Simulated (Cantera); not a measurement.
An adiabatic, constant-pressure homogeneous reactor starts with C3H8 : O2 : N2 = 1 : 11.1 : 41.8 (molar parts), equivalence ratio 0.45, at 1600 K and 0.850 bar.

Cantera simulation using GRI-Mech 3.0 (53 species, 325 reactions); the numbers are that mechanism's predictions, not measurements. GRI-Mech 3.0 was tuned for natural gas; its chemistry of propane as a main component is partial and can be far from experiment.

Question: Predict: time of steepest temperature rise; temperature at 4.00 s; equilibrium temperature; x(O2) at 4.00 s; x(O) at 4.00 s; x(HO2) at 4.00 s.

Answer: 
```
Quantity                                                            Result
---------------------------------  ---------------------------------------
time of steepest temperature rise                                  38.2 µs
temperature at 4.00 s                                               2434 K
equilibrium temperature                                             2434 K
x(O2) at 4.00 s                        0.102 (gas-phase equilibrium 0.102)
x(O) at 4.00 s                     0.00362 (gas-phase equilibrium 0.00362)
x(HO2) at 4.00 s                   5.49e-6 (gas-phase equilibrium 5.49e-6)
```
